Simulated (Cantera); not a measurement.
A perfectly stirred reactor is fed with NH3 : H2 = 1 : 0.26 (molar parts), at 20.0 Torr; it is held at 1325 K, and followed from long to short residence time.

Cantera simulation using the gas-phase N/H chemistry of the illustrative SiF4/NH3 mechanism in the Surface Chemkin manual (1991); the numbers are that mechanism's predictions, not measurements. Walls and surfaces, which speed up NH3 decomposition in real reactors, are not modelled.

Problem. What does this change do: temperature 1325 to 1975 K?

Solution. 
```csv
quantity,before,after
x(NH3) at τ = 2.10 s,0.794,0.222
x(H2) at τ = 2.10 s,0.206,0.618
x(NH) at τ = 2.10 s,5.34e-9,1.24e-5
x(N2H4) at τ = 2.10 s,2.68e-9,3.64e-9
x(N2) at τ = 2.10 s,1.37e-5,0.159
x(NH3) at τ = 21.0 ms,0.794,0.774
x(H2) at τ = 21.0 ms,0.206,0.220
x(NH) at τ = 21.0 ms,1.43e-12,1.45e-5
x(N2H4) at τ = 21.0 ms,<1e-12,1.81e-8
x(N2) at τ = 21.0 ms,2.13e-11,0.00499
```
